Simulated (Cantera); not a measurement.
What does this Cantera script print?

```python
import numpy as np
import cantera as ct

gas_names = """
    CL CL2 H HCL H2 N NH NH2 NH3 N2 N2H2 N2H4 Si SiCL SiCL2 SiCL3 SiCL4 SiH SiHCL3 SiH2 SiH2CL2 SiH3
    SiH3CL SiH4 SiN Si2 Si2N Si3
""".split()
cond_names = """
    NH4CL(a) NH4CL(b) Si(cr) Si(L) Si3N4(a)
""".split()


def load(file, names, dense=False):
    # The tables refer to 1 bar. Condensed volumes are neglected.
    table = {s.name: s for s in ct.Species.list_from_file(file)}
    out = []
    for n in names:
        d = dict(table[n].input_data)
        d["thermo"] = dict(d["thermo"], **{"reference-pressure": 1e5})
        if dense:
            d["equation-of-state"] = {"model": "constant-volume", "density": "1e6 g/cm^3"}
        out.append(ct.Species.from_dict(d))
    return out


gas = ct.Solution(thermo="ideal-gas", species=load("nasa_gas.yaml", gas_names))
cond = {s.name: ct.Solution(thermo="fixed-stoichiometry", species=[s], name=s.name)
        for s in load("nasa_condensed.yaml", cond_names, dense=True)}
atoms = {
    'SiH2Cl2': {'Si': 1, 'H': 2, 'CL': 2},
    'N2': {'N': 2},
}
top_T = {'Si3N4(a)': 2400}  # K; cautious upper limits of use, not melting points


def equilibrate(T, P, feed):
    n = {}
    for name, mol in feed.items():
        for a, k in atoms[name].items():
            n[a] = n.get(a, 0.0) + k * mol
    gas.TPX = T, P, n
    mass = sum(n.values()) * gas.mean_molecular_weight
    gas.equilibrate("TP")
    valid = [c for c in cond.values() if c.min_temp <= T <= top_T.get(c.name, c.max_temp)]
    mix = ct.Mixture([(gas, mass / gas.mean_molecular_weight)] + [(c, 0.0) for c in valid])
    mix.T, mix.P = T, P
    mix.equilibrate("TP", solver="vcs", rtol=1e-11, max_steps=5000)
    return mix


results = []
feed = {'SiH2Cl2': 1, 'N2': 51}  # mol
P = 100000  # Pa
for T in [700, 800, 900, 1000, 1100, 1200, 1300, 1400, 1500, 1600, 1700, 1800, 1900]:
    mix = equilibrate(T, P, feed)
    results.append((T, P, feed, dict(zip(mix.species_names, mix.species_moles))))
    x = sorted(zip(gas.X, gas.species_names), reverse=True)
    print(f"T = {T:g} K  P = {P:g} Pa  gas = {mix.phase_moles(0):.4g} mol")
    print("   x: " + "  ".join(f"{s} {v:.3e}" for v, s in x if v > 0.0001))
    print("   condensed (mol): " + ("  ".join(f"{mix.phase(i).name} {mix.phase_moles(i):.4g}"
          for i in range(1, mix.n_phases) if mix.phase_moles(i) > 1e-12) or "none"))
```

Output:

```
T = 700 K  P = 100000 Pa  gas = 52.26 mol
   x: N2 9.661e-01  HCL 2.062e-02  H2 8.813e-03  SiCL4 4.412e-03
   condensed (mol): Si3N4(a) 0.2565
T = 800 K  P = 100000 Pa  gas = 52.27 mol
   x: N2 9.656e-01  HCL 2.276e-02  H2 7.749e-03  SiCL4 3.875e-03
   condensed (mol): Si3N4(a) 0.2658
T = 900 K  P = 100000 Pa  gas = 52.27 mol
   x: N2 9.652e-01  HCL 2.432e-02  H2 6.968e-03  SiCL4 3.483e-03
   condensed (mol): Si3N4(a) 0.2726
T = 1000 K  P = 100000 Pa  gas = 52.28 mol
   x: N2 9.649e-01  HCL 2.549e-02  H2 6.383e-03  SiCL4 3.188e-03
   condensed (mol): Si3N4(a) 0.2777
T = 1100 K  P = 100000 Pa  gas = 52.28 mol
   x: N2 9.647e-01  HCL 2.638e-02  H2 5.933e-03  SiCL4 2.956e-03
   condensed (mol): Si3N4(a) 0.2815
T = 1200 K  P = 100000 Pa  gas = 52.29 mol
   x: N2 9.645e-01  HCL 2.707e-02  H2 5.583e-03  SiCL4 2.760e-03
   condensed (mol): Si3N4(a) 0.2844
T = 1300 K  P = 100000 Pa  gas = 52.29 mol
   x: N2 9.644e-01  HCL 2.758e-02  H2 5.322e-03  SiCL4 2.560e-03  SiCL3 1.029e-04
   condensed (mol): Si3N4(a) 0.2861
T = 1400 K  P = 100000 Pa  gas = 52.3 mol
   x: N2 9.642e-01  HCL 2.786e-02  H2 5.174e-03  SiCL4 2.289e-03  SiCL3 2.799e-04  SiCL2 1.453e-04
   condensed (mol): Si3N4(a) 0.2855
T = 1500 K  P = 100000 Pa  gas = 52.33 mol
   x: N2 9.639e-01  HCL 2.771e-02  H2 5.234e-03  SiCL4 1.829e-03  SiCL2 6.326e-04  SiCL3 6.036e-04
   condensed (mol): Si3N4(a) 0.2792
T = 1600 K  P = 100000 Pa  gas = 52.39 mol
   x: N2 9.635e-01  HCL 2.671e-02  H2 5.710e-03  SiCL2 1.975e-03  SiCL4 1.133e-03  SiCL3 9.530e-04
   condensed (mol): Si3N4(a) 0.2618
T = 1700 K  P = 100000 Pa  gas = 52.49 mol
   x: N2 9.629e-01  HCL 2.440e-02  H2 6.833e-03  SiCL2 4.305e-03  SiCL3 1.023e-03  SiCL4 4.785e-04
   condensed (mol): Si3N4(a) 0.2313
T = 1800 K  P = 100000 Pa  gas = 52.58 mol
   x: N2 9.625e-01  HCL 2.096e-02  H2 8.512e-03  SiCL2 6.983e-03  SiCL3 8.009e-04  SiCL4 1.482e-04
   condensed (mol): Si3N4(a) 0.194
T = 1900 K  P = 100000 Pa  gas = 52.67 mol
   x: N2 9.622e-01  HCL 1.718e-02  H2 1.035e-02  SiCL2 9.446e-03  SiCL3 5.317e-04  CL 1.011e-04
   condensed (mol): Si3N4(a) 0.157
```

These are equilibrium values from Cantera (NASA tables, ideal gas, pure condensed phases), not measurements of a reactor. N2 is the only nitrogen source here; it is nearly inert below about 1500 K, so the nitride shown seldom forms there in practice. The tables' values for SiCl3, SiCl are old estimates; treat these amounts as uncertain.
